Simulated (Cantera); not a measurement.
Charge: 1 mol (CH3)2SiCl2, 0.4 mol C2H2, 150 mol H2, 0.087 mol C2H4, held at 0.590 bar.

Method: chemical equilibrium by Gibbs-energy minimisation in Cantera with the NASA 1993 tables (ideal gas, pure condensed phases). Candidate condensed phases: C, C6H6, C7H8, C8H18, Si, SiC; 109 gas species. The feed counts by its element totals alone. Gases not in the tables: Si2H6 and higher silanes. Kinetics and transport are ignored.

Over these rows the condensed part is C(graphite) + SiC(s). Partial pressures as log10 of bar:

```csv
T (K),1000/T (1/K),log p SiCl2,log p H2,log p HCl
1325,0.7547,-6.03,-0.24,-2.12
1525,0.6557,-5.58,-0.24,-2.12
1725,0.5797,-5.24,-0.24,-2.12
1925,0.5195,-4.97,-0.24,-2.12
2125,0.4706,-4.76,-0.24,-2.12
2325,0.4301,?,-0.24,-2.13
```

Problem. Fit log p(SiCl2) = a + b·(1000/T) to the five rows, give the apparent enthalpy, and predict the row at 2325 K.

Solution. Means: 1000/T = 0.5960, log p = -5.316. Sxy = -0.226503, Sxx = 0.0505929, so b = -4.48 and a = -5.316 − (-4.48)×0.5960 = -2.65.
Apparent enthalpy: −19.145 × (-4.48) = 86 kJ/mol. With the condensed phases at unit activity, SiC(s) + 2 HCl(g) = SiCl2(g) + C(graphite) + H2(g) links this pressure to the main gases: over the six rows their terms move log p by -0.02 in all, so the slope is close to that reaction's ΔH°. The five rows lie within 0.01 of the line.
Prediction at 2325 K: -2.65 + (-4.48)×0.4301 = -4.58. The computed value is -4.59, 0.01 from the line.
